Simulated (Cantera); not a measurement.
A closed system holds: 1 mol Si3N4, 0.93 mol H2O, a varied amount of H2, at 5.00 Pa.

Method: chemical equilibrium by Gibbs-energy minimisation in Cantera with the NASA 1993 tables (ideal gas, pure condensed phases). Candidate condensed phases: H2O, Si, SiO2, Si2N2O, Si3N4; 35 gas species. Mutual solubility and eutectic melting of coexisting phases are not modelled. The numbers say what is thermodynamically allowed, not how fast it happens.

Stable condensed phases, one row left out:

```
T in K \ n(H2) in mol
          41  47  54  62  71  81  93 110 120 140 160 180
   1873    A   A   A   A   A   A   A   A   A   A   A   A
   1798    A   A   A   A   A   A   A   A   A   A   A   A
   1723    B   B   B   B   B   B   B   A   A   A   A   A
   1648    B   B   B   B   B   B   B   B   B   B   B   B
   1573    B   B   B   B   B   B   B   B   B   B   B   B
   1423    C   C   C   B   B   B   B   B   B   B   B   B
   1348    C   C   C   C   C   C   C   C   C   C   C   C
   1273    D   D   D   D   E   E   E   E   E   E   E   E
   1198    D   D   D   D   D   D   D   D   D   D   D   D
   1123    D   D   D   D   D   D   D   D   D   D   D   D
```

A: gas only; B: Si; C: Si + Si2N2O; D: Si2N2O + Si3N4; E: Si + Si2N2O + Si3N4.

Task: Give the row for 1498 K.

Result: 41: Si; 47: Si; 54: Si; 62: Si; 71: Si; 81: Si; 93: Si; 110: Si; 120: Si; 140: Si; 160: Si; 180: Si.
